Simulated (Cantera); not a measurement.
A Cantera script and what it prints.

```python
import numpy as np
import cantera as ct

gas_names = """
    Electron C C+ C- CH CH+ CH2 CH3 CH2OH CH3O CH4 CH3OH CO CO+ CO2 CO2+ COOH C2 C2+ C2- C2H CHCO,ketyl
    C2H2,acetylene C2H2,vinylidene CH2CO,ketene C2H3,vinyl CH3CO,acetyl C2H4 C2H4O,ethylen
    CH3CHO,ethanal CH3COOH (HCOOH)2 C2H5 C2H6 CH3OCH3 C2H5OH C2O C3 C3H3,propargyl C3H4,allene
    C3H4,propyne C3H4,cyclo- C3H5,allyl C3H6,propylene C3H6,cyclo- C3H6O C3H7,n-propyl C3H7,i-propyl
    C3H8 C3H8O,1propanol C3H8O,2propanol C3O2 C4 C4H2 C4H4,1,3-cyclo- C4H6,butadiene C4H6,2-butyne
    C4H6,cyclo- C4H8,1-butene C4H8,cis2-buten C4H8,tr2-butene C4H8,isobutene C4H8,cyclo- (CH3COOH)2
    C4H9,n-butyl C4H9,i-butyl C4H9,s-butyl C4H9,t-butyl C4H10,isobutane C4H10,n-butane C5 C5H6,1,3cyclo-
    C5H8,cyclo- C5H10,1-pentene C5H10,cyclo- C5H11,pentyl C5H11,t-pentyl C5H12,n-pentane C5H12,i-pentane
    CH3C(CH3)2CH3 C6H2 C6H5,phenyl C6H5O,phenoxy C6H6 C6H5OH,phenol C6H10,cyclo- C6H12,1-hexene
    C6H12,cyclo- C6H13,n-hexyl C7H7,benzyl C7H8 C7H8O,cresol C7H14,1-heptene C7H15,n-heptyl
    C7H16,n-heptane C8H8,styrene C8H10,ethylbenz C8H16,1-octene C8H17,n-octyl C8H18,isooctane
    C8H18,n-octane C9H19,n-nonyl C10H8,naphthale C10H21,n-decyl C12H9,o-bipheny C12H10,bipheny H H+ H-
    HCO HCO+ HO2 H2 H2+ H2- HCHO,formaldehy HCOOH H2O H2O+ H2O2 H3O+ O O+ O- OH OH+ OH- O2 O2+ O2- O3
""".split()
cond_names = """
    C(gr) C6H6(L) C7H8(L) C8H18(L),n-octa H2O(s) H2O(L)
""".split()


def load(file, names, dense=False):
    # The tables refer to 1 bar. Condensed volumes are neglected.
    table = {s.name: s for s in ct.Species.list_from_file(file)}
    out = []
    for n in names:
        d = dict(table[n].input_data)
        d["thermo"] = dict(d["thermo"], **{"reference-pressure": 1e5})
        if dense:
            d["equation-of-state"] = {"model": "constant-volume", "density": "1e6 g/cm^3"}
        out.append(ct.Species.from_dict(d))
    return out


gas = ct.Solution(thermo="ideal-gas", species=load("nasa_gas.yaml", gas_names))
cond = {s.name: ct.Solution(thermo="fixed-stoichiometry", species=[s], name=s.name)
        for s in load("nasa_condensed.yaml", cond_names, dense=True)}
atoms = {
    'C2H5OH': {'C': 2, 'H': 6, 'O': 1},
    'H2O': {'H': 2, 'O': 1},
    'H2': {'H': 2},
    'O2': {'O': 2},
}
top_T = {'C(gr)': 4500}  # K; cautious upper limits of use, not melting points


def equilibrate(T, P, feed):
    n = {}
    for name, mol in feed.items():
        for a, k in atoms[name].items():
            n[a] = n.get(a, 0.0) + k * mol
    gas.TPX = T, P, n
    mass = sum(n.values()) * gas.mean_molecular_weight
    gas.equilibrate("TP")
    valid = [c for c in cond.values() if c.min_temp <= T <= top_T.get(c.name, c.max_temp)]
    mix = ct.Mixture([(gas, mass / gas.mean_molecular_weight)] + [(c, 0.0) for c in valid])
    mix.T, mix.P = T, P
    mix.equilibrate("TP", solver="vcs", rtol=1e-11, max_steps=5000)
    return mix


results = []
feed = {'C2H5OH': 1, 'H2O': 0.073, 'H2': 15, 'O2': 0.0068}  # mol
P = 12  # Pa
for T in [3000, 3500, 4000, 4500, 5000]:
    mix = equilibrate(T, P, feed)
    results.append((T, P, feed, dict(zip(mix.species_names, mix.species_moles))))
    x = sorted(zip(gas.X, gas.species_names), reverse=True)
    print(f"T = {T:g} K  P = {P:g} Pa  gas = {mix.phase_moles(0):.4g} mol")
    print("   x: " + "  ".join(f"{s} {v:.3e}" for v, s in x if v > 0.0001))
    print("   condensed (mol): " + ("  ".join(f"{mix.phase(i).name} {mix.phase_moles(i):.4g}"
          for i in range(1, mix.n_phases) if mix.phase_moles(i) > 1e-12) or "none"))
```

It prints:

```
T = 3000 K  P = 12 Pa  gas = 37.93 mol
   x: H 9.444e-01  CO 2.865e-02  C 2.160e-02  H2 4.293e-03  C2 6.905e-04  C3 3.476e-04
   condensed (mol): none
T = 3500 K  P = 12 Pa  gas = 38.13 mol
   x: H 9.473e-01  CO 2.848e-02  C 2.391e-02  H2 3.088e-04
   condensed (mol): none
T = 4000 K  P = 12 Pa  gas = 38.19 mol
   x: H 9.463e-01  CO 2.721e-02  C 2.512e-02  O 1.236e-03
   condensed (mol): none
T = 4500 K  P = 12 Pa  gas = 38.74 mol
   x: H 9.330e-01  C 3.855e-02  O 1.518e-02  CO 1.287e-02  Electron 2.198e-04  C+ 2.100e-04
   condensed (mol): none
T = 5000 K  P = 12 Pa  gas = 39.22 mol
   x: H 9.215e-01  C 4.841e-02  O 2.625e-02  CO 1.452e-03  Electron 1.207e-03  C+ 1.131e-03
   condensed (mol): none
```

Cantera equilibrium calculation (NASA polynomials, part measured and part estimated; ideal gas, pure solids and liquids).
